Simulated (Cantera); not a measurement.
An isothermal, constant-pressure homogeneous reactor starts with C2H6 : N2 = 1 : 30 (molar parts), at 1098 K and 458 Torr. Integrator tolerance rtol = 1e-08.

Computed with Cantera and GRI-Mech 3.0 (53 species, 325 reactions). GRI-Mech 3.0 stops at C3 and has no aromatics, soot or wall deposition, so with more carbon than oxygen in the feed, carbon stays in small species such as C2H2 where larger ones or solid carbon would form.

Question: What does this change do: C2H6 1 to 1.6 parts?

Answer: 
```json
[
 {"quantity": "x(C2H6) at 60.0 s", "before": "0.000199 (gas-phase equilibrium 1.83e-5)", "after": "0.000448 (gas-phase equilibrium 4.22e-5)"},
 {"quantity": "x(H2) at 60.0 s", "before": "0.0354 (gas-phase equilibrium 0.0169)", "after": "0.0478 (gas-phase equilibrium 0.0203)"},
 {"quantity": "x(CH4) at 60.0 s", "before": "0.00656 (gas-phase equilibrium 0.0283)", "after": "0.0132 (gas-phase equilibrium 0.0470)"},
 {"quantity": "x(C2H4) at 60.0 s", "before": "0.0164 (gas-phase equilibrium 0.00308)", "after": "0.0272 (gas-phase equilibrium 0.00591)"},
 {"quantity": "x(CH3) at 60.0 s", "before": "2.42e-7 (gas-phase equilibrium 1.27e-7)", "after": "3.92e-7 (gas-phase equilibrium 1.92e-7)"}
]
```
